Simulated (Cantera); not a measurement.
What does this Cantera script print?

```python
import numpy as np
import cantera as ct

gas = ct.Solution("gri30.yaml")


def delay(T, t_max=10):
    gas.TPX = T, 2900000, {'CH4': 1, 'O2': 2.33, 'N2': 8.74, 'CO2': 0.41}
    reactor = ct.IdealGasReactor(gas, clone=False)
    net = ct.ReactorNet([reactor])
    net.rtol, net.atol = 1e-8, 1e-16
    while net.time < t_max:
        t_old, T_old = net.time, reactor.T
        net.step()
        if reactor.T > T + 400:  # ignition: a rise of 400 K
            return t_old + (T + 400 - T_old) / (reactor.T - T_old) * (net.time - t_old)
    return np.nan


taus = []
for T in [1050, 1150, 1250, 1350, 1450, 1550, 1650, 1750, 1850]:
    taus.append(delay(T))
    print(f"T0 = {T:6g} K   tau = {taus[-1]:.4e} s")
```

It prints:

```
T0 =   1050 K   tau = 1.1287e-02 s
T0 =   1150 K   tau = 2.5708e-03 s
T0 =   1250 K   tau = 7.5623e-04 s
T0 =   1350 K   tau = 2.6210e-04 s
T0 =   1450 K   tau = 1.0136e-04 s
T0 =   1550 K   tau = 4.2505e-05 s
T0 =   1650 K   tau = 1.9060e-05 s
T0 =   1750 K   tau = 9.1042e-06 s
T0 =   1850 K   tau = 4.6419e-06 s
```

Model: GRI-Mech 3.0 (53 species, 325 reactions), integrated in Cantera. The pressure lies above the range GRI-Mech 3.0 was tuned for (to about 10 atm).
